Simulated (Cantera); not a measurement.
Cantera run, input and output.

```python
import numpy as np
import cantera as ct

gas = ct.Solution("gri30.yaml")
gas.TP = 300, 78000
flame = ct.CounterflowDiffusionFlame(gas, width=0.02)
flame.fuel_inlet.X, flame.fuel_inlet.T = {'CO': 1, 'H2': 0.13, 'CH4': 0.047}, 575
flame.oxidizer_inlet.X, flame.oxidizer_inlet.T = {'O2': 0.2, 'N2': 0.8}, 548
flame.set_refine_criteria(ratio=3, slope=0.12, curve=0.24, prune=0.03)
show = ['OH', 'H', 'NO', 'CO', 'C2H2']

rows = []
print(f"{'mdot':>8s}{'a_max':>10s}{'a_mean':>10s}{'Tmax/K':>9s}" + "".join(f"{s:>11s}" for s in show) + "   (peak mole fractions)")
for i, mdot in enumerate([0.47, 0.62, 0.82, 1.1, 1.4, 1.9, 2.5, 3.3]):  # kg/m2/s on the oxidiser side
    flame.oxidizer_inlet.mdot, flame.fuel_inlet.mdot = mdot, 0.93 * mdot
    flame.solve(loglevel=0, auto=(i == 0))
    if flame.T.max() < max(575, 548) + 100:
        print(f"{mdot:8.3g}  no burning solution found from the previous one")
        break
    dT = np.abs(np.gradient(flame.T, flame.grid))
    rows.append([flame.strain_rate("max"), flame.strain_rate("mean"), flame.T.max(),
                 *(flame.X[gas.species_index(s)].max() for s in show), max(dT[0], dT[-1]) / dT.max()])
    print(f"{mdot:8.3g}{rows[-1][0]:10.1f}{rows[-1][1]:10.1f}{rows[-1][2]:9.1f}" + "".join(f"{x:11.3e}" for x in rows[-1][3:-1]))
```

Output:

```
    mdot     a_max    a_mean   Tmax/K         OH          H         NO         CO       C2H2   (peak mole fractions)
    0.47     338.3     102.0   2016.8  7.499e-03  9.112e-03  9.757e-05  8.544e-01  1.877e-03
    0.62     437.1     134.5   1983.6  7.402e-03  9.862e-03  8.464e-05  8.544e-01  1.878e-03
    0.82     567.7     177.9   1950.9  7.270e-03  1.064e-02  7.369e-05  8.545e-01  1.852e-03
     1.1     748.9     238.6   1917.0  7.065e-03  1.141e-02  6.330e-05  8.545e-01  1.791e-03
     1.4     941.1     303.7   1888.4  6.852e-03  1.203e-02  5.514e-05  8.544e-01  1.710e-03
     1.9    1259.1     412.2   1854.7  6.570e-03  1.280e-02  4.570e-05  8.543e-01  1.578e-03
     2.5    1635.9     542.4   1823.0  6.261e-03  1.339e-02  3.748e-05  8.545e-01  1.406e-03
     3.3    2132.8     715.9   1789.1  5.882e-03  1.386e-02  2.954e-05  8.544e-01  1.184e-03
```

Model: GRI-Mech 3.0 (53 species, 325 reactions), integrated in Cantera. GRI-Mech 3.0 has no aromatics or soot, which form on the fuel side of real flames. The maximum strain rate includes the flame's own expansion and is several times the mean.
